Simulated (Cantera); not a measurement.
Feed: 1 mol Cr, 20 mol N₂, 5.4 mol H₂, equilibrated at 380 Pa.

Equilibrium computed with Cantera from the NASA thermochemical tables; the gas is ideal and each condensed phase is pure. Candidate condensed phases: Cr, CrN, Cr₂N; 11 gas species. Kinetics and transport are ignored.

Which condensed phases are stable at each of these points (T (K)): 1773, 1848, 1923, 1998, 2073, 2148, 2223, 2298, 2373, 2448, 2523?


```json
[
 {"T (K)": "1773", "condensed phases": "Cr(s)", "Cr condensed (%)": "57.1"},
 {"T (K)": "1848", "condensed phases": "gas only", "Cr condensed (%)": "0.0"},
 {"T (K)": "1923", "condensed phases": "gas only", "Cr condensed (%)": "0.0"},
 {"T (K)": "1998", "condensed phases": "gas only", "Cr condensed (%)": "0.0"},
 {"T (K)": "2073", "condensed phases": "gas only", "Cr condensed (%)": "0.0"},
 {"T (K)": "2148", "condensed phases": "gas only", "Cr condensed (%)": "0.0"},
 {"T (K)": "2223", "condensed phases": "gas only", "Cr condensed (%)": "0.0"},
 {"T (K)": "2298", "condensed phases": "gas only", "Cr condensed (%)": "0.0"},
 {"T (K)": "2373", "condensed phases": "gas only", "Cr condensed (%)": "0.0"},
 {"T (K)": "2448", "condensed phases": "gas only", "Cr condensed (%)": "0.0"},
 {"T (K)": "2523", "condensed phases": "gas only", "Cr condensed (%)": "0.0"}
]
```

At 1773 K the condensed part is Cr(s). From 1848 K to 2523 K nothing is condensed.
